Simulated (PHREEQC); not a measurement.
A column of 1 m (40 cells, dispersivity 0.05 m, 720 s a shift, diffusion coefficient 3e-10 m²/s) holds 0.01 eq of the database's cation exchanger X per kg of pore water, first in equilibrium with 6 mmol/kgw KCl, 2.6 mmol/kgw LiCl and 0.01 mmol/kgw HCl. It is flushed with 0.013 mol MgCl2, 0.003 mol PbCl2 and 1e-05 mol HCl per kg of water, at 15 °C. Values are for the last cell. CO2 from the air is kept out. Precipitation was switched off in this run.

The series has 31 steps of pore volumes, from 0 to 3.013.

Computed with PHREEQC (ion-association model, phreeqc.dat).

Problem. After how many pore volumes does Mg at the outlet first reach half of its feed value?

Solution. By 1.2 pore volumes.

Problem. After how many pore volumes does Pb at the outlet first reach half of its feed value?

Solution. By 1.5 pore volumes.

Species that the database lacks are ignored.
